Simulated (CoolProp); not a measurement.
Vapour-liquid equilibrium of acetone (1) + dimethyl carbonate (2) at 74.65 °C; x and y are mole fractions of (1).

Model: multi-fluid Helmholtz-energy mixture model, Lemmon 2006 and Zhou 2011; pair parameters Bell 2016, in CoolProp.

```tsv
x	bubble pressure, mixture model (MPa)	bubble pressure, Raoult's law (MPa)	y, mixture model	y, Raoult's law
0.05	0.06754	0.06649	0.149	0.138
0.125	?	0.07576	0.313	0.303
0.2	0.08719	0.08503	0.435	0.433
0.275	0.09630	0.09430	0.531	0.536
0.35	?	0.1036	?	0.622
0.425	0.1139	0.1128	0.678	0.693
0.5	0.1227	0.1221	?	0.753
0.575	0.1315	0.1314	0.789	0.805
0.65	0.1404	0.1407	0.836	0.850
0.725	0.1495	0.1499	0.878	0.889
0.8	0.1587	0.1592	0.916	0.924
0.875	0.1681	0.1685	0.950	0.955
0.95	0.1776	0.1777	0.981	0.983
```

Some entries are withheld; supply them.


- 0.125, bubble pressure, mixture model (MPa): 0.07767
- 0.35, bubble pressure, mixture model (MPa): 0.1052
- 0.35, y, mixture model: 0.610
- 0.5, y, mixture model: 0.737

The largest gap from Raoult's law is +2.5 % in bubble pressure, at x = 0.2. No azeotrope shows between x = 0.05 and 0.95.

The pair parameters rest on a limited set of measurements; away from them the model extrapolates.
